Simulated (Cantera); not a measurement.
Feed: 1 mol BCl3, 0.087 mol O2, 2.3 mol H2O, equilibrated at 1323.15 K and 1330 Pa.

Method: chemical equilibrium by Gibbs-energy minimisation in Cantera with the NASA 1993 tables (ideal gas, pure condensed phases). Candidate condensed phases: B, B2O3, B3O3H3, H2O; 33 gas species. The tables' values for BOCl are old estimates; treat these amounts as uncertain. Gases not in the tables: H3BO3. Equilibrium is a limit: real reactors are often held back by kinetics, nucleation or transport.

Base state: HCl 0.753, H2O 0.202, O2 0.0192, HBO2 0.0157, Cl 0.00678, Cl2 0.00266, (HBO2)3 8.03e-5, OH 3.14e-5 (mole fractions); condensed: B2O3(l).

Q: What changes in the equilibrium state with this change: O2 from 0.087 to 0.24 mol?

A: 
| species | before | after |
|---|---|---|
| HCl | 0.753 | 0.720 |
| H2O | 0.202 | 0.197 |
| O2 | 0.0192 | 0.0547 |
| HBO2 | 0.0157 | 0.0155 |
| Cl2 | 0.00266 | 0.00420 |
| OH | 3.14e-5 | 4.03e-5 |
| Cl | 0.00678 | 0.00853 |
| (HBO2)3 | 8.03e-5 | 7.73e-5 |
| B2O3(l), mol | 0.469 | 0.468 |
